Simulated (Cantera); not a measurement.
A closed system holds: 1 mol n-butane, 1.9 mol O₂, 0.19 mol N₂, 59 mol H₂, held at 2925 K and 4.90 bar.

Method: chemical equilibrium by Gibbs-energy minimisation in Cantera with the NASA 1993 tables (ideal gas, pure condensed phases). Candidate condensed phases: C, C₆H₆, C₇H₈, C₈H₁₈, H₂O; 136 gas species. Kinetics and transport are ignored.

Base state: H₂ 0.888, CO 0.0544, H 0.0531, N₂ 0.00212, HCN 0.00101, C₂H₂ (acetylene) 0.000784, HNC 0.000180, CH₄ 4.36e-5 (mole fractions); condensed: gas only.

What changes in the equilibrium state with this change: temperature from 2925 K to 925 K?


```tsv
species	before	after
H₂	0.888	0.868
CH₄	4.36e-5	0.0655
H₂O	1.78e-5	0.0620
CO	0.0544	0.000766
H	0.0531	<1e-9
C₂H₂ (acetylene)	0.000784	<1e-9
HNC	0.000180	<1e-9
HCN	0.00101	5.68e-9
CH₃	4.21e-5	<1e-9
CO₂	1.50e-7	0.000111
```
